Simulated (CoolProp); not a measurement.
Vapour-liquid equilibrium of ethylene (1) + ethane (2) at 52.4 kPa; x and y are mole fractions of (1).

Computed with CoolProp (multi-fluid Helmholtz-energy mixture model, Smukala 2000 and Bücker 2006; pair parameters Bell 2016).

Q: Give the bubble temperature and the first vapour's composition at x = 0.275, 0.5, 0.575. Is there an azeotrope?

A: x = 0.275: -106.0 °C, y = 0.494; x = 0.5: -109.1 °C, y = 0.707; x = 0.575: -109.9 °C, y = 0.763. No azeotrope shows between x = 0.05 and 0.95.

Pair parameters are fitted to limited data, so mixtures are less certain than the pure fluids.
